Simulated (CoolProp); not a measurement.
Dimethyl carbonate along the isobar 21.4 MPa: fugacity coefficient from the reference equation and from simpler models built on Tc = 557.0 K, pc = 4.909 MPa, ω = 0.346; each cubic takes its own stable root.

The numbers come from the reference Helmholtz-energy equation of state, Zhou 2011 in CoolProp.

```
T (K)          phase  reference
-----  -------------  ---------
480.9         liquid     0.1030
495.8         liquid     0.1261
510.7         liquid     0.1518
525.6         liquid     0.1798
540.5         liquid     0.2100
555.4         liquid     0.2420
570.2  supercritical     0.2754
585.1  supercritical     0.3101
600    supercritical     0.3455
```

Problem. How far does each simpler model (van der Waals, Redlich-Kwong, Soave-Redlich-Kwong, Peng-Robinson) lie from the reference over these 9 states: mean and median of the absolute difference, and the worst?

Solution. 
- van der Waals: mean 49.5 %, median 42.1 %, worst +109.3 % at 480.9 K and 21.4 MPa
- Redlich-Kwong: mean 15.9 %, median 14.0 %, worst +35.8 % at 480.9 K and 21.4 MPa
- Soave-Redlich-Kwong: mean 9.8 %, median 9.8 %, worst +10.0 % at 525.6 K and 21.4 MPa
- Peng-Robinson: mean 0.1 %, median 0.1 %, worst +0.2 % at 540.5 K and 21.4 MPa
